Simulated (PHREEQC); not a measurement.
Dissolve 0.078 mol/kgw NH4HS at 40 °C. Closed to the air; pH follows from the charge balance.

The numbers come from PHREEQC with the ion-association model, wateq4f.dat.

Each row changes one thing in this solution. No solid was allowed to form.

| case | pH | ionic strength (mol/kgw) | NH4+ (mol/kgw) | NH3 (mol/kgw) |
|---|---|---|---|---|
| as made | 7.78 | 0.0726 | 0.0726 | 0.00545 |
| diluted 5-fold with water | 7.79 | 0.0144 | 0.0144 | 0.00122 |
| NH4HS replaced by NH4HSO4 at the same molality | 1.56 | 0.131 | 0.0701 | 3.01e-9 |
| NH4HS from 0.078 to 0.0078 mol/kgw | 7.79 | 0.00717 | 0.00717 | 0.000627 |
| NH4HS replaced by NH4Cl at the same molality | 5.05 | 0.0780 | 0.0780 | 1.08e-5 |
| 0.002 mol/kgw CsI added | 7.78 | 0.0746 | 0.0726 | 0.00543 |
| temperature from 40 to 5 °C | 8.57 | 0.0752 | 0.0752 | 0.00281 |
| NH4HS from 0.078 to 0.117 mol/kgw | 7.78 | 0.109 | 0.109 | 0.00787 |

Constants without temperature data keep their 25 °C values here. The polysulfide entries of wateq4f.dat were taken out for this run.
